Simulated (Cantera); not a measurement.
An isothermal plug-flow reactor at 998 K and 2.70 bar (inlet), inlet velocity 1.3 m/s, active area per volume 200 1/m; feed 1.61 % CO, 7.00 % O₂, 90.6 % N₂, 0.757 % H₂O, equivalence ratio 0.11.

Model: Deutschmann's 1995 Pt surface mechanism with GRI-Mech 3.0 gas chemistry, integrated in Cantera. Catalytic surfaces can have several steady states; this one follows from the mechanism file's or the stated starting coverage. Mass transfer to the wall is taken as infinitely fast.

x: gas mole fraction; θ: surface coverage.

```json
[
 {"z (m)": "4.8e-05", "x CO": "0.0138", "x O₂": "0.0689", "x H₂O": "0.00758", "x CO₂": "0.00224", "θ free Pt": "0.512", "θ O*": "0.0260", "θ OH*": "…", "θ CO*": "0.462"},
 {"z (m)": "7.9e-05", "x CO": "0.0123", "x O₂": "0.0682", "x H₂O": "0.00759", "x CO₂": "0.00383", "θ free Pt": "0.536", "θ O*": "0.0301", "θ OH*": "…", "θ CO*": "0.433"},
 {"z (m)": "0.00013", "x CO": "0.00930", "x O₂": "0.0668", "x H₂O": "0.00760", "x CO₂": "0.00681", "θ free Pt": "0.594", "θ O*": "0.0434", "θ OH*": "…", "θ CO*": "0.361"},
 {"z (m)": "0.00022", "x CO": "0.00321", "x O₂": "0.0640", "x H₂O": "0.00762", "x CO₂": "0.0130", "θ free Pt": "0.320", "θ O*": "0.670", "θ OH*": "…", "θ CO*": "0.00614"},
 {"z (m)": "0.00037", "x CO": "0.00202", "x O₂": "0.0634", "x H₂O": "0.00763", "x CO₂": "0.0142", "θ free Pt": "0.214", "θ O*": "0.782", "θ OH*": "0.00266", "θ CO*": "0.00151"},
 {"z (m)": "0.00062", "x CO": "0.00120", "x O₂": "0.0630", "x H₂O": "0.00763", "x CO₂": "0.0150", "θ free Pt": "0.190", "θ O*": "0.807", "θ OH*": "0.00255", "θ CO*": "0.000684"},
 {"z (m)": "0.001", "x CO": "0.000611", "x O₂": "0.0627", "x H₂O": "0.00763", "x CO₂": "0.0156", "θ free Pt": "0.179", "θ O*": "0.819", "θ OH*": "0.00249", "θ CO*": "0.000304"},
 {"z (m)": "0.0017", "x CO": "0.000199", "x O₂": "0.0625", "x H₂O": "0.00763", "x CO₂": "0.0160", "θ free Pt": "0.172", "θ O*": "0.825", "θ OH*": "0.00245", "θ CO*": "9.10e-5"},
 {"z (m)": "0.0029", "x CO": "3.16e-5", "x O₂": "0.0625", "x H₂O": "0.00763", "x CO₂": "0.0162", "θ free Pt": "0.170", "θ O*": "0.828", "θ OH*": "0.00244", "θ CO*": "1.40e-5"},
 {"z (m)": "0.0048", "x CO": "1.78e-6", "x O₂": "0.0625", "x H₂O": "0.00763", "x CO₂": "0.0162", "θ free Pt": "0.169", "θ O*": "0.828", "θ OH*": "0.00244", "θ CO*": "7.89e-7"}
]
```

Problem. Complete the blanks.

Solution. 
- 4.8e-05, θ OH*: 0.000748
- 7.9e-05, θ OH*: 0.000825
- 0.00013, θ OH*: 0.00104
- 0.00022, θ OH*: 0.00302
